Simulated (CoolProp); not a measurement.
R22 at several states: Z from the reference equation and from simpler models built on Tc = 96.1 °C, pc = 4990 kPa, ω = 0.221; each cubic takes its own stable root.

Values from CoolProp's reference Helmholtz-energy equation of state, Kamei 1995.

| T (°C) | p (kPa) | phase | reference |
|---|---|---|---|
| 48.55 | 1100 | gas | 0.8636 |
| 79.35 | 368 | gas | 0.9696 |
| -95.55 | 9480 | liquid | 0.3532 |
| 51.15 | 2400 | liquid | 0.07117 |

Question: How far does each simpler model (van der Waals, Redlich-Kwong, Soave-Redlich-Kwong, Peng-Robinson) lie from the reference over these 4 states: mean and median of the absolute difference, and the worst?

Answer: 
- van der Waals: mean 255.8 %, median 34.7 %, worst +953.1 % at 51.15 °C and 2400 kPa
- Redlich-Kwong: mean 9.0 %, median 7.0 %, worst +22.0 % at 51.15 °C and 2400 kPa
- Soave-Redlich-Kwong: mean 7.0 %, median 5.9 %, worst +16.1 % at 51.15 °C and 2400 kPa
- Peng-Robinson: mean 1.0 %, median 0.7 %, worst +2.4 % at 51.15 °C and 2400 kPa

At some of these states van der Waals gives the other phase, because its saturation line lies elsewhere.
